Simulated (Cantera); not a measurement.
A closed system holds: 1 mol PH₃, 4.4 mol O₂, at 2998 K and 0.133 bar.

Cantera equilibrium calculation (NASA polynomials, part measured and part estimated; ideal gas, pure solids and liquids). Gases not in the tables: HPO₂, HPO₃ and P₄O₆. The numbers say what is thermodynamically allowed, not how fast it happens.

```json
[
 {"species": "O₂", "before": "0.342", "after": "0.434"},
 {"species": "H₂O", "before": "0.120", "after": "0.204"},
 {"species": "PO₂", "before": "0.122", "after": "0.165"},
 {"species": "O", "before": "0.180", "after": "0.0723"},
 {"species": "H", "before": "0.0681", "after": "0.0200"},
 {"species": "PO", "before": "0.0334", "after": "0.0128"},
 {"species": "H₂", "before": "0.0251", "after": "0.0137"},
 {"species": "OH", "before": "0.108", "after": "0.0781"},
 {"species": "P", "before": "4.18e-5", "after": "3.44e-6"},
 {"species": "HO₂", "before": "4.05e-5", "after": "3.65e-5"}
]
```
Gas species are given as mole fractions.

### Question
Which change was made?
A) temperature from 2998 K to 2725 K
B) pressure from 0.133 bar to 8.50 bar
C) pressure from 0.133 bar to 19.0 Pa
D) O₂ from 4.4 to 0.062 mol

### Answer
A, temperature from 2998 K to 2725 K
